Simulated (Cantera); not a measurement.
Ti + H2O + H2 (titanium nitride, carbide and oxide coatings)

Feed: 1 mol Ti, 0.82 mol H2O, 420 mol H2, at 1323.15 K and 130 Pa.

Cantera equilibrium calculation (NASA polynomials, part measured and part estimated; ideal gas, pure solids and liquids). Candidate condensed phases: H2O, Ti, TiO, TiO2, Ti2O3, Ti3O5, Ti4O7; 12 gas species. Mutual solubility and eutectic melting of coexisting phases are not modelled. TiO: taken at fixed stoichiometry. Condensed phases not in the tables: N, O or C dissolved in the metal. Rates play no part.

```
Item                                     Value
-----------------------------------  ---------
x(H2)                                    1.000
x(H)                                   4.41e-5
n(Ti(β))                             0.180 mol
n(TiO(s))                            0.820 mol
gas amount                           420.8 mol
log10 activity of Ti2O3(s) (absent)      -3.62
log10 activity of Ti3O5(s) (absent)      -8.21
log10 activity of Ti4O7(s) (absent)     -13.10
```
